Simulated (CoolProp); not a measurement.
CH2F2 (R32) along the isotherm 263 K: fugacity coefficient from the reference equation and from simpler models built on Tc = 351.3 K, pc = 57.83 bar, ω = 0.277; each cubic takes its own stable root.

Values from CoolProp's reference Helmholtz-energy equation of state, Tillner-Roth 1997.

```json
[
 {"p (bar)": "1.83", "phase": "gas", "reference": "0.9645"},
 {"p (bar)": "4.16", "phase": "gas", "reference": "0.9195"},
 {"p (bar)": "9.47", "phase": "liquid", "reference": "0.5478"},
 {"p (bar)": "21.6", "phase": "liquid", "reference": "0.2466"},
 {"p (bar)": "49.1", "phase": "liquid", "reference": "0.1151"},
 {"p (bar)": "112", "phase": "liquid", "reference": "0.05775"},
 {"p (bar)": "254", "phase": "liquid", "reference": "0.03429"},
 {"p (bar)": "578", "phase": "liquid", "reference": "0.02896"}
]
```

Task: How far does each simpler model (van der Waals, Redlich-Kwong, Soave-Redlich-Kwong, Peng-Robinson) lie from the reference over these 8 states: mean and median of the absolute difference, and the worst?

Result: 
- van der Waals: mean 183.4 %, median 167.2 %, worst +558.1 % at 263 K and 578 bar
- Redlich-Kwong: mean 50.6 %, median 51.9 %, worst +112.0 % at 263 K and 578 bar
- Soave-Redlich-Kwong: mean 11.7 %, median 6.1 %, worst +42.7 % at 263 K and 578 bar
- Peng-Robinson: mean 6.0 %, median 3.7 %, worst +19.4 % at 263 K and 578 bar

At some of these states van der Waals gives the other phase, because its saturation line lies elsewhere.
